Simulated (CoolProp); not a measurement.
Oxygen at 439.27 K and 0.127 MPa flows at 0.54 m/s in a round tube of 20 mm bore and 15 µm roughness, fully developed (64/Re and Nu = 3.66 if laminar; Colebrook and Gnielinski if turbulent). Each further row changes one setting.

Model: reference Helmholtz-energy equation of state, Schmidt 1985, in CoolProp.

```csv
case,Reynolds number,Darcy friction factor,pressure drop (Pa/m),heat-transfer coefficient (W/(m² K)),mass flow (kg/h)
as stated,433,0.148,1.20,6.74,0.679
velocity 1.08 m/s,867,0.0738,2.40,6.74,1.36
diameter 40 mm,867,0.0738,0.299,3.37,2.72
```

Above 300 K oxygen's equation is extrapolated.

Viscosity comes from a separate model (Lemmon 2004). Thermal conductivity comes from a separate model (Lemmon 2004).
